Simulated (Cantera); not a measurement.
Cantera run:

```python
import numpy as np
import cantera as ct

gas_names = """
    C CO COS CO2 CS CS2 C2 C2O C3 C3O2 C4 C5 Fe FeC5O5 FeO O O2 O3 S SO SO2 SO3 S2 S2O S8
""".split()
cond_names = """
    C(gr) Fe(a) Fe(c) Fe(d) Fe(L) FeC5O5(L) FeO(s) FeO(L) FeS(a) FeS(b) FeS(c) FeS(L) FeSO4(s) FeS2(s)
    Fe2O3(s) Fe2S3O12(s) Fe3O4(s) S(cr1) S(cr2) S(L)
""".split()


# ... load() reads the species with a 1 bar reference pressure and builds the phases ...
atoms = {
    'Fe2O3': {'Fe': 2, 'O': 3},
    'SO3': {'S': 1, 'O': 3},
    'CO2': {'C': 1, 'O': 2},
}
top_T = {'C(gr)': 4500, 'FeSO4(s)': 950, 'FeS2(s)': 1010, 'Fe2O3(s)': 1830, 'Fe2S3O12(s)': 1100, 'Fe3O4(s)': 1870}  # K; cautious upper limits of use, not melting points


# ... equilibrate(T, P, feed) seeds the gas with the atoms and calls Mixture.equilibrate('TP', solver="vcs", rtol=1e-11, max_steps=5000) ...
results = []
T = 1498.15  # K
P = 50000  # Pa
for m in [0.12, 0.16, 0.21, 0.27, 0.36, 0.47, 0.63, 0.83, 1.1, 1.4]:
    feed = {'Fe2O3': 1, 'SO3': m, 'CO2': 5.3}  # mol
    mix = equilibrate(T, P, feed)
    results.append((T, P, feed, dict(zip(mix.species_names, mix.species_moles))))

top = {s: max(r[3][s] / sum(r[3][g] for g in gas_names) for r in results) for s in gas_names}
cols = sorted((s for s in top if top[s] > 1e-06), key=lambda s: -top[s])[:7]
seen = [c for c in cond_names if any(r[3].get(c, 0) > 1e-12 for r in results)]
print("log10 of partial pressures in bar; condensed amounts in mol")
print(f"{'n(SO3)':>10s}" + "".join(f"{s[:9]:>10s}" for s in cols + seen))
for T, P, feed, n in results:
    ng = sum(n[g] for g in gas_names)
    print(f"{feed['SO3']:10.4g}" + "".join(f"{np.log10(max(n[s] / ng * P / 1e5, 1e-99)):10.3f}" for s in cols)
          + "".join(f"{n.get(c, 0):10.4g}" for c in seen))
```

Result:

```
log10 of partial pressures in bar; condensed amounts in mol
    n(SO3)       CO2       SO2        O2       SO3        CO         O  Fe2O3(s)
      0.12    -0.316    -1.962    -2.262    -4.516    -4.507    -6.534         1
      0.16    -0.320    -1.842    -2.142    -4.336    -4.572    -6.474         1
      0.21    -0.326    -1.730    -2.030    -4.168    -4.633    -6.418         1
      0.27    -0.333    -1.628    -1.928    -4.015    -4.691    -6.367         1
      0.36    -0.343    -1.513    -1.814    -3.843    -4.758    -6.310         1
      0.47    -0.355    -1.410    -1.711    -3.688    -4.822    -6.258         1
      0.63    -0.372    -1.300    -1.601    -3.523    -4.894    -6.203         1
      0.83    -0.392    -1.201    -1.502    -3.375    -4.964    -6.154         1
       1.1    -0.418    -1.105    -1.406    -3.231    -5.038    -6.106         1
       1.4    -0.446    -1.027    -1.328    -3.115    -5.104    -6.067         1
```

Cantera equilibrium calculation (NASA polynomials, part measured and part estimated; ideal gas, pure solids and liquids).
